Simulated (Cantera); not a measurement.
An adiabatic, constant-volume homogeneous reactor starts with CH4 : C2H6 : O2 : N2 = 1 : 0.083 : 1.91 : 12.8 (molar parts), at 1575 K and 5400 Torr.

Detailed kinetics in Cantera: GRI-Mech 3.0 (53 species, 325 reactions).

**Question.** Predict: time of steepest temperature rise; temperature at 0.300 s; equilibrium temperature; x(O2) at 0.300 s; x(CH2O) at 0.300 s; x(OH) at 0.300 s; x(NO) at 0.300 s.

**Answer.** 
| Item | Value |
|---|---|
| time of steepest temperature rise | 72.0 µs |
| temperature at 0.300 s | 2848 K |
| equilibrium temperature | 2848 K |
| x(O2) at 0.300 s | 0.00196 (gas-phase equilibrium 0.00196) |
| x(CH2O) at 0.300 s | 3.81e-9 (gas-phase equilibrium 3.81e-9) |
| x(OH) at 0.300 s | 0.00651 (gas-phase equilibrium 0.00651) |
| x(NO) at 0.300 s | 0.00379 (gas-phase equilibrium 0.00379) |
